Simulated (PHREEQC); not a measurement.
A PHREEQC input (ion-association model, wateq4f.dat):

```
SOLUTION 1
  temp 25
  units mg/L
  pH 12.5
  pe 11.1
  Na 0.284
  K 0.0849
  Ca 0.441
  Mg 0.111
  Cl 0.264
  S(6) 0.11 as SO4
  Alkalinity 2.26 as HCO3
  Pb 0.00547
  Cd 0.0279
  Sr 0.0357
END
USE solution 1
EQUILIBRIUM_PHASES 1
  CO2(g) -3.4 10
END
```

It stops with these messages:

```
WARNING: Maximum iterations exceeded, 100
WARNING: Maximum iterations exceeded, 100
WARNING: The program has failed to converge to a numerical solution.
ERROR:           Alkalinity has not converged. Total: 3.705765e-05	Calculated: 2.823462e-05	Residual: 8.823029e-06
ERROR: Is non-carbonate alkalinity greater than total alkalinity?
ERROR:                   Ca has not converged. Total: 1.100895e-05	Calculated: 8.023480e-06	Residual: 2.985475e-06
ERROR:                   Cd has not converged. Total: 2.483551e-07	Calculated: 1.386203e-07	Residual: 1.097348e-07
ERROR:                   Cl has not converged. Total: 7.450513e-06	Calculated: 7.388417e-06	Residual: 6.209557e-08
ERROR:                    K has not converged. Total: 2.172421e-06	Calculated: 2.154315e-06	Residual: 1.810596e-08
ERROR:                   Mg has not converged. Total: 4.568120e-06	Calculated: 2.509581e-06	Residual: 2.058539e-06
ERROR:                   Na has not converged. Total: 1.236000e-05	Calculated: 1.226992e-05	Residual: 9.007352e-08
ERROR:                   Pb has not converged. Total: 2.641519e-08	Calculated: 1.683534e-08	Residual: 9.579849e-09
ERROR:                 S(6) has not converged. Total: 1.145690e-06	Calculated: 9.026791e-07	Residual: 2.430112e-07
ERROR:                   Sr has not converged. Total: 4.076620e-07	Calculated: 3.139079e-07	Residual: 9.375402e-08
ERROR:                   Mu Ionic strength has not converged. 	Residual: 2.616167e-05
ERROR:               A(H2O) Activity of water has not converged. 	Residual: 1.640694e-01
ERROR: Model failed to converge for initial solution  1.
```

Q: Find the cause and the fix.

A: The fault: pH typed as 12.5 with the alkalinity kept. The line should read `pH 5.69` where the input has `pH 12.5`. With the mend the run ends at pH 6.79 and ionic strength 6.44e-5 mol/kgw.
